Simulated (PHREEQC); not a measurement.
NaOH is added in steps, without added water, to 1 kg of water holding 0.0035 mol/kgw CuSO4, 0.0015 mol/kgw HCl and 0.00098 mol/kgw KCl, at 20 °C. Oxygen is held at 0.21 atm. The system is closed to CO2. Solids allowed: Cu(OH)2, Brochantite, Antlerite, Atacamite, Halite, Mirabilite, Chalcanthite. Others were left out.

Base run: PHREEQC, ion-association model, wateq4f.dat. Each further column changes one thing. The table gives Cu+2 (mol/kgw).

```csv
NaOH added (mol),base,KCl replaced by MgCl2 at the same molality,KCl left out,HCl replaced by (CH3)4NCl at the same molality,no solid may form
0,0.00287,0.00291,0.00286,0.00284,0.00287
0.001238,0.00285,0.00289,0.00284,0.00209,0.00285
0.002475,0.00225,0.00228,0.00224,0.00139,0.00214
0.003094,0.00188,0.00190,0.00187,0.00116,0.00172
0.004331,0.00131,0.00133,0.00130,0.000494,0.00101
0.005569,0.000637,0.000647,0.000633,5.84e-9,0.000507
0.006806,6.07e-9,6.74e-9,5.86e-9,5.06e-9,0.000208
0.007425,5.61e-9,6.18e-9,5.42e-9,3.39e-13,0.000113
0.008663,2.30e-12,3.39e-12,2.26e-12,2.27e-14,6.06e-10
0.0099,3.18e-14,1.34e-12,3.12e-14,0,8.34e-12
```

The database's constant for dissolved Cu(OH)2 is higher than later reviews accept. (CH3)4N+ isn't in the database: it is added as a free cation with an ion size of 4 Å. In at least one series the solution becomes supersaturated in solids that the run did not let form, among them Cu(OH)2, Brochantite, Antlerite, Atacamite. Solids allowed in the column 'KCl replaced by MgCl2 at the same molality': Brucite, Cu(OH)2, Brochantite, Antlerite, Atacamite, Halite, Mirabilite, Epsomite, Chalcanthite.
